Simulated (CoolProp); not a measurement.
Vapour-liquid equilibrium of carbon monoxide (1) + methane (2) at -172.85 °C; x and y are mole fractions of (1).

Computed with CoolProp (multi-fluid Helmholtz-energy mixture model, Lemmon 2006 and Setzmann 1991; pair parameters Kunz 2012).

```csv
x,bubble pressure (kPa),y at the bubble point,dew pressure at overall composition x (kPa),liquid density (mol/L)
0.05,66.13,0.483,37.25,27.29
0.2,163.0,0.816,43.89,27.15
0.35,255.4,0.899,53.40,26.94
0.5,334.5,0.935,68.16,26.67
0.65,400.9,0.957,94.18,26.32
0.8,462.1,0.974,152.2,25.87
0.95,530.0,0.992,378.6,25.33
```

No azeotrope shows between x = 0.05 and 0.95.

The pair parameters rest on a limited set of measurements; away from them the model extrapolates.
